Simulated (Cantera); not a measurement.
Mixture: H2 : O2 : N2 = 1 : 0.385 : 1.45 (molar parts), equivalence ratio 1.3, at 0.553 atm, adiabatic and at constant volume. Ignition delay is the time to a rise of 400 K.

Cantera simulation using GRI-Mech 3.0 (53 species, 325 reactions); the numbers are that mechanism's predictions, not measurements. Where the delays flatten at high temperature, the 400 K rule measures the pace of heat release, not the induction time.

```
quantity           before     after
---------------  --------  --------
delay at 1050 K  0.214 ms  0.291 ms
delay at 1250 K   64.1 µs   85.0 µs
delay at 1450 K   34.1 µs   47.2 µs
delay at 1650 K   27.2 µs   40.7 µs
delay at 1850 K   29.0 µs   45.8 µs
```

Q: Name the change that produced these shifts.
A) H2 1 to 2.5 parts
B) pressure from 0.553 atm to 3.75 atm
C) pressure from 0.553 atm to 7.40 atm
D) pressure from 0.553 atm to 1.28 atm

A: A, H2 1 to 2.5 parts
